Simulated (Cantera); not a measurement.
Input (Python, Cantera) and output of one run.

```python
import numpy as np
import cantera as ct

gas_names = [...]  # 113 gases of nasa_gas.yaml made of C, H, O, Ti
cond_names = """
    C(gr) C6H6(L) C7H8(L) C8H18(L),n-octa H2O(s) H2O(L) Ti(a) Ti(b) Ti(L) TiC(s) TiC(L) TiO(a) TiO(b)
    TiO(L) TiO2(ru) TiO2(L) Ti2O3(a) Ti2O3(b) Ti2O3(L) Ti3O5(a) Ti3O5(b) Ti3O5(L) Ti4O7(s) Ti4O7(L)
""".split()


# ... load() reads the species with a 1 bar reference pressure and builds the phases ...
atoms = {
    'Ti(OiPr)4': {'Ti': 1, 'C': 12, 'H': 28, 'O': 4},
    'C3H8': {'C': 3, 'H': 8},
}
top_T = {'C(gr)': 4500}  # K; cautious upper limits of use, not melting points


# ... equilibrate(T, P, feed) seeds the gas with the atoms and calls Mixture.equilibrate('TP', solver="vcs", rtol=1e-11, max_steps=5000) ...
results = []
feed = {'Ti(OiPr)4': 1, 'C3H8': 0.22}  # mol
P = 1000  # Pa
for T in [1198, 1223, 1248, 1273, 1298, 1323, 1348, 1373, 1398]:
    mix = equilibrate(T, P, feed)
    results.append((T, P, feed, dict(zip(mix.species_names, mix.species_moles))))
    x = sorted(zip(gas.X, gas.species_names), reverse=True)
    print(f"T = {T:g} K  P = {P:g} Pa  gas = {mix.phase_moles(0):.4g} mol")
    print("   x: " + "  ".join(f"{s} {v:.3e}" for v, s in x if v > 0.001))
    print("   condensed (mol): " + ("  ".join(f"{mix.phase(i).name} {mix.phase_moles(i):.4g}"
          for i in range(1, mix.n_phases) if mix.phase_moles(i) > 1e-12) or "none"))
```

Output:

```
T = 1198 K  P = 1000 Pa  gas = 17.22 mol
   x: H2 8.637e-01  CO 1.361e-01
   condensed (mol): C(gr) 10.31  TiC(s) 0.007293  Ti3O5(b) 0.3309
T = 1223 K  P = 1000 Pa  gas = 18.88 mol
   x: H2 7.880e-01  CO 2.118e-01
   condensed (mol): C(gr) 7.659  TiC(s) 1
T = 1248 K  P = 1000 Pa  gas = 18.88 mol
   x: H2 7.880e-01  CO 2.119e-01
   condensed (mol): C(gr) 7.659  TiC(s) 1
T = 1273 K  P = 1000 Pa  gas = 18.88 mol
   x: H2 7.881e-01  CO 2.119e-01
   condensed (mol): C(gr) 7.659  TiC(s) 1
T = 1298 K  P = 1000 Pa  gas = 18.88 mol
   x: H2 7.881e-01  CO 2.119e-01
   condensed (mol): C(gr) 7.659  TiC(s) 1
T = 1323 K  P = 1000 Pa  gas = 18.88 mol
   x: H2 7.881e-01  CO 2.119e-01
   condensed (mol): C(gr) 7.659  TiC(s) 1
T = 1348 K  P = 1000 Pa  gas = 18.88 mol
   x: H2 7.881e-01  CO 2.119e-01
   condensed (mol): C(gr) 7.659  TiC(s) 1
T = 1373 K  P = 1000 Pa  gas = 18.88 mol
   x: H2 7.881e-01  CO 2.119e-01
   condensed (mol): C(gr) 7.66  TiC(s) 1
T = 1398 K  P = 1000 Pa  gas = 18.88 mol
   x: H2 7.881e-01  CO 2.119e-01
   condensed (mol): C(gr) 7.66  TiC(s) 1
```

Cantera equilibrium calculation (NASA polynomials, part measured and part estimated; ideal gas, pure solids and liquids). The feed counts by its element totals alone. Mutual solubility and eutectic melting of coexisting phases are not modelled. TiC: taken at fixed stoichiometry.
